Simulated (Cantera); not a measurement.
Feed: 1 mol PbS, 25 mol H2, equilibrated at 0.0160 bar.

These are equilibrium values from Cantera (NASA tables, ideal gas, pure condensed phases), not measurements of a reactor. Candidate condensed phases: Pb, PbS, S; 10 gas species. Gases not in the tables: S3 to S7. Equilibrium is a limit: real reactors are often held back by kinetics, nucleation or transport.

x: gas mole fraction; n: condensed amount in mol.

| T (°C) | x H2 | x Pb | x PbS | x H2S | x S2 | x H | x SH | n Pb(l) | n PbS(s) |
|---|---|---|---|---|---|---|---|---|---|
| 377 | 1.000 | 5.85e-9 | 3.05e-9 | 0.000129 | <1e-12 | <1e-12 | <1e-12 | (withheld) | 0.997 |
| 577 | 0.996 | 1.99e-5 | 5.11e-5 | 0.00357 | 9.71e-10 | 1.62e-10 | 5.23e-9 | (withheld) | 0.909 |
| 777 | 0.958 | 0.00291 | 0.0169 | 0.0223 | 5.14e-6 | 6.28e-8 | 2.79e-6 | (withheld) | 0 |
| 977 | 0.948 | 0.0139 | 0.0246 | 0.0137 | 5.43e-5 | 3.72e-6 | 3.53e-5 | 0 | 0 |
| 1177 | 0.945 | 0.0175 | 0.0210 | 0.0155 | 0.000776 | 7.27e-5 | 0.000357 | 0 | 0 |
| 1377 | 0.942 | 0.0225 | 0.0158 | 0.0135 | 0.00364 | 0.000697 | 0.00163 | 0 | 0 |
| 1577 | 0.937 | 0.0282 | 0.00984 | 0.00917 | 0.00710 | 0.00412 | 0.00407 | 0 | 0 |

Fill in the missing entries.


- 377, n Pb(l): 0.00323
- 577, n Pb(l): 0.0888
- 777, n Pb(l): 0.494
